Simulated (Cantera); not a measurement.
A closed system holds: 1 mol CH2F2, 0.011 mol CH4, 2.8 mol H2, held at 2423.15 K and 70.5 Torr.

Method: chemical equilibrium by Gibbs-energy minimisation in Cantera with the NASA 1993 tables (ideal gas, pure condensed phases). Candidate condensed phases: C, C6H6, C7H8, C8H18; 95 gas species. The numbers say what is thermodynamically allowed, not how fast it happens.

Base state: H2 0.547, HF 0.406, H 0.0428, C2H2 (acetylene) 0.00424, F 5.40e-5, C2H 2.01e-5, C4H2 1.35e-5 (mole fractions); condensed: C(graphite).

Problem. What changes in the equilibrium state with this change: temperature from 2423.15 K to 1425 K?

Solution. 
| species | before | after |
|---|---|---|
| H2 | 0.547 | 0.585 |
| HF | 0.406 | 0.415 |
| CH4 | 4.80e-6 | 0.000121 |
| H | 0.0428 | 1.70e-5 |
| F | 5.40e-5 | <1e-9 |
| C2H | 2.01e-5 | <1e-9 |
| C4H2 | 1.35e-5 | <1e-9 |
| C2H2 (acetylene) | 0.00424 | 2.06e-6 |
| C(graphite), mol | 0.969 | 1.01 |
